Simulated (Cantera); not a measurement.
Thermal oxidation and active oxidation of silicon: Si + H2O + N2

Charge: 1 mol Si, 0.37 mol H2O, 41 mol N2, equilibrated at 29.0 Pa.

These are equilibrium values from Cantera (NASA tables, ideal gas, pure condensed phases), not measurements of a reactor. Candidate condensed phases: H2O, Si, SiO2, Si2N2O, Si3N4; 35 gas species. N2 is the only nitrogen source here; it is nearly inert below about 1500 K, so the nitride shown seldom forms there in practice. Mutual solubility and eutectic melting of coexisting phases are not modelled. The tables' values for SiN are old estimates; treat these amounts as uncertain. The numbers say what is thermodynamically allowed, not how fast it happens.

From 1075 K to 1475 K the condensed part is Si2N2O(s) + Si3N4(s). At 1575 K the condensed part is Si3N4(s). At 1675 K the condensed part is Si(s). At 1775 K the condensed part is Si(l).

```
T (K)   x N2     x H2     x SiO      x Si       x H    x Si2N     x SiN     x Si2  n Si2N2O(s)  n Si3N4(s)  n Si(s)  n Si(l)
-----  -----  -------  --------  --------  --------  --------  --------  --------  -----------  ----------  -------  -------
1075   0.991  0.00906  1.60e-11    <1e-12   8.20e-8    <1e-12    <1e-12    <1e-12        0.370      0.0867        0        0
1175   0.991  0.00906   4.17e-9  2.33e-12   6.85e-7    <1e-12    <1e-12    <1e-12        0.370      0.0867        0        0
1275   0.991  0.00906   4.48e-7  6.12e-10   4.12e-6    <1e-12  4.12e-11    <1e-12        0.370      0.0867        0        0
1375   0.991  0.00905   2.41e-5   7.09e-8   1.91e-5  1.76e-10   2.76e-9  1.71e-12        0.369      0.0870        0        0
1475   0.990  0.00902  0.000747   4.27e-6   7.23e-5   3.26e-8   1.04e-7  9.83e-10        0.339      0.0968        0        0
1575   0.982  0.00884   0.00895  0.000153  0.000229   3.08e-6   2.44e-6   2.51e-7            0       0.208        0        0
1675   0.980  0.00853   0.00885   0.00150  0.000630   3.00e-5   1.66e-5   5.83e-6            0           0    0.563        0
1775   0.974  0.00802   0.00879   0.00757   0.00152  0.000100   6.07e-5   4.24e-5            0           0        0    0.295
```
x: gas mole fraction; n: condensed amount in mol.
